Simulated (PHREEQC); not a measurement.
A made-up water analysis in mg/L, 25 °C, pH 7.31, pe 0.5:

| constituent | mg/L |
|---|---|
| Na | 69.2 |
| K | 0.141 |
| Ca | 74.7 |
| Mg | 67.4 |
| Cl | 319 |
| S(6) as SO4 | 11.1 |
| Alkalinity as HCO3 | 203 |
| Br | 0.351 |
| N(-3) as NH4 | 6.08 |
| Mn(2) | 0.392 |
| Sr | 22.6 |
| B | 0.166 |

Na is adjusted to close the charge balance.
Valence states are taken as typed.

Computed with PHREEQC (ion-association model, wateq4f.dat).

No solid was allowed to form.

Q: Order these C species by the share of C that they hold, largest first: MgHCO3+, HCO3-, CaHCO3+, SrHCO3+, CO2.

A: HCO3- (88 %), CO2 (8.5 %), MgHCO3+ (1.7 %), CaHCO3+ (1.2 %), SrHCO3+ (0.20 %)

The pH is 7.31 and the ionic strength 0.0172 mol/kgw. The solution is supersaturated, for example in Rhodochrosite, so a real one may precipitate; this is no full list.
